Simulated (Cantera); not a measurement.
Adiabatic ignition

An adiabatic, constant-volume homogeneous reactor starts with 12.0 % CH₄, 18.5 % O₂, 69.5 % N₂, at 1423 K and 5.00 bar.

Detailed kinetics in Cantera: GRI-Mech 3.0 (53 species, 325 reactions). Above 3000 K some thermodynamic fits are extrapolated.

| t (s) | T (K) | P (bar) | x CH₄ | x O₂ | x NO | x CH₃ | x HCN | x CH₂CO | x H₂ |
|---|---|---|---|---|---|---|---|---|---|
| 2.00e-6 | 1423 | 5.00 | 0.120 | 0.185 | <1e-12 | 4.87e-7 | <1e-12 | <1e-12 | 3.42e-8 |
| 8.60e-6 | 1423 | 5.00 | 0.120 | 0.185 | <1e-12 | 2.49e-6 | <1e-12 | <1e-12 | 1.95e-7 |
| 3.69e-5 | 1423 | 5.00 | 0.120 | 0.185 | <1e-12 | 1.82e-5 | <1e-12 | 3.28e-12 | 2.28e-6 |
| 0.000159 | 1424 | 5.01 | 0.120 | 0.185 | <1e-12 | 6.93e-5 | <1e-12 | 1.04e-8 | 5.12e-5 |
| 0.000682 | 1488 | 5.24 | 0.109 | 0.177 | 1.15e-11 | 0.000315 | <1e-12 | 2.38e-5 | 0.00283 |
| 0.00293 | 3052 | 11.6 | 2.63e-12 | 0.00340 | 0.00585 | 1.06e-11 | 8.10e-8 | <1e-12 | 0.0445 |
| 0.0126 | 3052 | 11.6 | 2.63e-12 | 0.00340 | 0.00585 | 1.06e-11 | 8.10e-8 | <1e-12 | 0.0445 |
| 0.0541 | 3052 | 11.6 | 2.63e-12 | 0.00340 | 0.00585 | 1.06e-11 | 8.10e-8 | <1e-12 | 0.0445 |
| 0.233 | 3052 | 11.6 | 2.63e-12 | 0.00340 | 0.00585 | 1.06e-11 | 8.10e-8 | <1e-12 | 0.0445 |
| 1.00 | 3052 | 11.6 | 2.63e-12 | 0.00340 | 0.00585 | 1.06e-11 | 8.10e-8 | <1e-12 | 0.0445 |
x: mole fraction; the columns are a selection and need not sum to one.

```yaml
time_of_steepest_temperature_rise: 0.780 ms
temperature at 1.00 s: 3052 K
equilibrium_temperature: 3052 K
x(CH₄) at 1.00 s: 2.63e-12 (gas-phase equilibrium 3.14e-12)
x(O₂) at 1.00 s: 0.00340 (gas-phase equilibrium 0.00340)
x(NO) at 1.00 s: 0.00585 (gas-phase equilibrium 0.00585)
```
